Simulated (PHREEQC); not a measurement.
Make-up at 25 °C: 0.99 mmol/kgw HF, 1.8 mmol/kgw NaF and 1.1 mmol/kgw (NH4)2SiF6. Closed to the air; pH follows from the charge balance.

Model: ion-association model, phreeqc.dat, run in PHREEQC.

Precipitation was switched off in this run.

Task: Order these F species by the share of F that they hold, largest first: SiF6-2, HF, HF2-, F-.

Result: SiF6-2 (60 %), F- (27 %), HF (13 %), HF2- (0.26 %)

The pH is 3.44 and the ionic strength 0.00532 mol/kgw. The solution is supersaturated, for example in Quartz (slow to form), so a real one may precipitate; this is no full list. SiF6-2 is the database's only silicon fluoride.
